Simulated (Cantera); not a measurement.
Feed: 1 mol CS₂, 2.9 mol H₂, 8 mol N₂, held at 1225 °C.

Equilibrium computed with Cantera from the NASA thermochemical tables; the gas is ideal and each condensed phase is pure. Candidate condensed phases: C, C₆H₆, C₇H₈, C₈H₁₈, S; 100 gas species. The ideal-gas law is rough above about 30 bar. Equilibrium is a limit: real reactors are often held back by kinetics, nucleation or transport.

x: gas mole fraction; n: condensed amount in mol.

```tsv
P (Pa)	x N₂	x H₂	x H₂S	x CS₂	x CS	x S₂	n C(graphite)
10	0.666	0.240	0.000958	0.0619	0.0169	0.0119	?
120	0.671	0.239	0.00343	0.0664	0.00505	0.0128	?
1400	0.675	0.233	0.0113	0.0651	0.00146	0.0125	?
17000	0.683	0.213	0.0338	0.0570	0.000393	0.0110	?
210000	0.699	0.173	0.0799	0.0395	9.31e-5	0.00759	?
2500000	0.718	0.123	0.135	0.0186	1.85e-5	0.00357	?
30000000	0.733	0.0837	0.170	0.00535	2.87e-6	0.00103	?
```

Problem. Complete the blanks.

Solution. 
- 10, n C(graphite): 0.0497
- 120, n C(graphite): 0.143
- 1400, n C(graphite): 0.207
- 17000, n C(graphite): 0.323
- 210000, n C(graphite): 0.541
- 2500000, n C(graphite): 0.778
- 30000000, n C(graphite): 0.879
